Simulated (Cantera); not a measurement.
Cantera run:

```python
import numpy as np
import cantera as ct

gas_names = """
    B BCL BCL2 BCL3 BN BO BOCL BO2 B2 B2O B2O2 B2O3 B3O3CL3 CL CLO CL2 N NO NO2 NO3 N2 N2O O O2 O3
""".split()
cond_names = """
    B(b) B(L) BN(s) B2O3(L)
""".split()


# ... load() reads the species with a 1 bar reference pressure and builds the phases ...
atoms = {
    'BCl3': {'B': 1, 'CL': 3},
    'O2': {'O': 2},
    'N2': {'N': 2},
}
top_T = {'BN(s)': 3200}  # K; cautious upper limits of use, not melting points


# ... equilibrate(T, P, feed) seeds the gas with the atoms and calls Mixture.equilibrate('TP', solver="vcs", rtol=1e-11, max_steps=5000) ...
results = []
feed = {'BCl3': 1, 'O2': 9.5, 'N2': 6.9}  # mol
P = 28  # Pa
for T in [1500, 1550, 1600, 1650, 1700, 1750, 1800, 1850, 1900, 1950, 2000, 2050, 2100]:
    mix = equilibrate(T, P, feed)
    results.append((T, P, feed, dict(zip(mix.species_names, mix.species_moles))))
    x = sorted(zip(gas.X, gas.species_names), reverse=True)
    print(f"T = {T:g} K  P = {P:g} Pa  gas = {mix.phase_moles(0):.4g} mol")
    print("   x: " + "  ".join(f"{s} {v:.3e}" for v, s in x if v > 1e-05))
    print("   condensed (mol): " + ("  ".join(f"{mix.phase(i).name} {mix.phase_moles(i):.4g}"
          for i in range(1, mix.n_phases) if mix.phase_moles(i) > 1e-12) or "none"))
```

It prints:

```
T = 1500 K  P = 28 Pa  gas = 19.12 mol
   x: O2 4.567e-01  N2 3.603e-01  CL 1.517e-01  B2O3 2.430e-02  BO2 2.327e-03  CL2 1.888e-03  BOCL 1.373e-03  NO 1.220e-03  O 1.638e-04  CLO 4.218e-05
   condensed (mol): none
T = 1550 K  P = 28 Pa  gas = 19.14 mol
   x: O2 4.556e-01  N2 3.597e-01  CL 1.534e-01  B2O3 2.384e-02  BO2 3.273e-03  NO 1.543e-03  BOCL 1.292e-03  CL2 1.006e-03  O 3.157e-04  CLO 4.004e-05
   condensed (mol): none
T = 1600 K  P = 28 Pa  gas = 19.16 mol
   x: O2 4.546e-01  N2 3.592e-01  CL 1.542e-01  B2O3 2.325e-02  BO2 4.489e-03  NO 1.923e-03  BOCL 1.210e-03  O 5.844e-04  CL2 5.516e-04  CLO 3.794e-05
   condensed (mol): none
T = 1650 K  P = 28 Pa  gas = 19.18 mol
   x: O2 4.533e-01  N2 3.586e-01  CL 1.546e-01  B2O3 2.250e-02  BO2 6.014e-03  NO 2.363e-03  BOCL 1.130e-03  O 1.042e-03  CL2 3.120e-04  CLO 3.596e-05
   condensed (mol): none
T = 1700 K  P = 28 Pa  gas = 19.2 mol
   x: O2 4.518e-01  N2 3.580e-01  CL 1.548e-01  B2O3 2.158e-02  BO2 7.873e-03  NO 2.868e-03  O 1.796e-03  BOCL 1.052e-03  CL2 1.819e-04  CLO 3.412e-05
   condensed (mol): none
T = 1750 K  P = 28 Pa  gas = 19.22 mol
   x: O2 4.497e-01  N2 3.573e-01  CL 1.549e-01  B2O3 2.048e-02  BO2 1.008e-02  NO 3.439e-03  O 2.998e-03  BOCL 9.755e-04  CL2 1.091e-04  CLO 3.242e-05  BO 1.631e-05
   condensed (mol): none
T = 1800 K  P = 28 Pa  gas = 19.25 mol
   x: O2 4.471e-01  N2 3.564e-01  CL 1.548e-01  B2O3 1.919e-02  BO2 1.263e-02  O 4.862e-03  NO 4.078e-03  BOCL 9.011e-04  CL2 6.718e-05  BO 3.467e-05  CLO 3.083e-05
   condensed (mol): none
T = 1850 K  P = 28 Pa  gas = 19.29 mol
   x: O2 4.436e-01  N2 3.552e-01  CL 1.545e-01  B2O3 1.773e-02  BO2 1.548e-02  O 7.675e-03  NO 4.784e-03  BOCL 8.280e-04  BO 7.015e-05  CL2 4.238e-05  CLO 2.933e-05
   condensed (mol): none
T = 1900 K  P = 28 Pa  gas = 19.35 mol
   x: O2 4.390e-01  N2 3.538e-01  CL 1.542e-01  BO2 1.857e-02  B2O3 1.611e-02  O 1.181e-02  NO 5.555e-03  BOCL 7.561e-04  BO 1.354e-04  CLO 2.791e-05  CL2 2.733e-05
   condensed (mol): none
T = 1950 K  P = 28 Pa  gas = 19.43 mol
   x: O2 4.331e-01  N2 3.520e-01  CL 1.537e-01  BO2 2.179e-02  O 1.775e-02  B2O3 1.437e-02  NO 6.384e-03  BOCL 6.854e-04  BO 2.499e-04  CLO 2.654e-05  CL2 1.797e-05
   condensed (mol): none
T = 2000 K  P = 28 Pa  gas = 19.53 mol
   x: O2 4.254e-01  N2 3.497e-01  CL 1.529e-01  O 2.608e-02  BO2 2.501e-02  B2O3 1.257e-02  NO 7.261e-03  BOCL 6.160e-04  BO 4.419e-04  CLO 2.519e-05  CL2 1.203e-05
   condensed (mol): none
T = 2050 K  P = 28 Pa  gas = 19.66 mol
   x: O2 4.154e-01  N2 3.468e-01  CL 1.520e-01  O 3.748e-02  BO2 2.806e-02  B2O3 1.075e-02  NO 8.173e-03  BO 7.499e-04  BOCL 5.483e-04  CLO 2.385e-05
   condensed (mol): none
T = 2100 K  P = 28 Pa  gas = 19.84 mol
   x: O2 4.028e-01  N2 3.432e-01  CL 1.507e-01  O 5.273e-02  BO2 3.075e-02  NO 9.097e-03  B2O3 8.973e-03  BO 1.224e-03  BOCL 4.827e-04  CLO 2.248e-05
   condensed (mol): none
```

Equilibrium computed with Cantera from the NASA thermochemical tables; the gas is ideal and each condensed phase is pure. The tables' values for BOCl are old estimates; treat these amounts as uncertain.
